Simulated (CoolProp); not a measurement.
The fluoroketone C6F12O (FK-5-1-12) along the isotherm 500 K: Z from the reference equation and from simpler models built on Tc = 441.8 K, pc = 18.69 bar, ω = 0.471; each cubic takes its own stable root.

Values from CoolProp's reference Helmholtz-energy equation of state, McLinden 2015.

| p (bar) | phase | reference |
|---|---|---|
| 18.7 | supercritical | 0.7602 |
| 37.4 | supercritical | 0.5177 |
| 56.1 | supercritical | 0.5202 |
| 74.8 | supercritical | 0.6058 |
| 93.5 | supercritical | 0.7031 |
| 112 | supercritical | 0.8015 |
| 131 | supercritical | 0.9026 |
| 150 | supercritical | 1.003 |
| 168 | supercritical | 1.097 |
| 187 | supercritical | 1.195 |

Problem. How far does each simpler model (van der Waals, Redlich-Kwong, Soave-Redlich-Kwong) lie from the reference over these 10 states: mean and median of the absolute difference, and the worst?

Solution. 
- van der Waals: mean 19.8 %, median 23.7 %, worst +26.9 % at 500 K and 187 bar
- Redlich-Kwong: mean 2.2 %, median 1.5 %, worst -7.9 % at 500 K and 37.4 bar
- Soave-Redlich-Kwong: mean 7.0 %, median 6.0 %, worst +13.8 % at 500 K and 56.1 bar
